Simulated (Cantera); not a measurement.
Standard-state values (1 bar) from the NASA 1993 polynomials, evaluated with Cantera. Values are per mole of reaction as written; species without (g) are pure solids or liquids, kept so even where they would boil at 1 bar.

Question: Between 2073 and 2323 K, where is each reaction favourable under standard conditions?
- 2 B₂O₃(g) + 6 Cl₂(g) = 3 O₂(g) + 4 BCl₃(g)

Answer: 
- 2 B₂O₃(g) + 6 Cl₂(g) = 3 O₂(g) + 4 BCl₃(g): ΔG° is 317 kJ at 2073 K and 347 kJ at 2323 K; it stays positive (K < 1). ΔH° is 71 kJ and ΔS° -119 J/K at 2323 K.
